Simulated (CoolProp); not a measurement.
C2F6 (R116) along the isotherm 318.5 K: fugacity coefficient from the reference equation and from simpler models built on Tc = 293.0 K, pc = 3.048 MPa, ω = 0.257; each cubic takes its own stable root.

Computed with CoolProp (reference Helmholtz-energy equation of state, Lemmon 2006). It is a short technical equation, of lower accuracy than the large ones.

| p (MPa) | phase | reference | Soave-Redlich-Kwong | Peng-Robinson |
|---|---|---|---|---|
| 0.286 | gas | 0.9767 | 0.9761 | 0.9729 |
| 0.571 | gas | 0.9536 | 0.9526 | 0.9464 |
| 0.857 | gas | 0.9306 | 0.9293 | 0.9203 |
| 1.14 | gas | 0.9080 | 0.9065 | 0.8950 |
| 1.43 | gas | [?] | 0.8834 | 0.8694 |
| 1.71 | gas | 0.8630 | 0.8613 | [?] |
| 2 | gas | [?] | 0.8387 | 0.8204 |
| 2.29 | gas | 0.8177 | 0.8163 | 0.7961 |
| 2.57 | gas | 0.7960 | [?] | 0.7730 |
| 2.86 | gas | 0.7736 | 0.7728 | 0.7495 |
| 3.14 | supercritical | 0.7521 | 0.7516 | 0.7271 |
| 3.43 | supercritical | 0.7299 | 0.7299 | 0.7043 |
| 3.71 | supercritical | 0.7085 | 0.7091 | [?] |
| 4 | supercritical | 0.6864 | 0.6878 | 0.6605 |
| 4.29 | supercritical | 0.6645 | 0.6667 | 0.6389 |
| 4.57 | supercritical | [?] | 0.6468 | 0.6186 |

**Question.** Complete the blanks.

**Answer.** 
- 1.43, reference: 0.8850
- 1.71, Peng-Robinson: 0.8451
- 2, reference: 0.8403
- 2.57, Soave-Redlich-Kwong: 0.7948
- 3.71, Peng-Robinson: 0.6826
- 4.57, reference: 0.6435
